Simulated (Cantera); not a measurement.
Feed: 1 mol PbO, 90 mol H2, 0.35 mol N2, at 552 °C and 12.0 Pa.

Cantera equilibrium calculation (NASA polynomials, part measured and part estimated; ideal gas, pure solids and liquids). Candidate condensed phases: H2O, Pb, PbO, PbO2, Pb3O4; 27 gas species. Equilibrium is a limit: real reactors are often held back by kinetics, nucleation or transport.

Problem. What is the equilibrium state?

Solution. x(H2): 0.984
x(H2O): 0.0111
x(N2): 0.00387
x(Pb): 0.00120
n(Pb(l)): 0.892 mol
gas amount: 90.46 mol
log10 activity of PbO2(s) (absent): -22.39
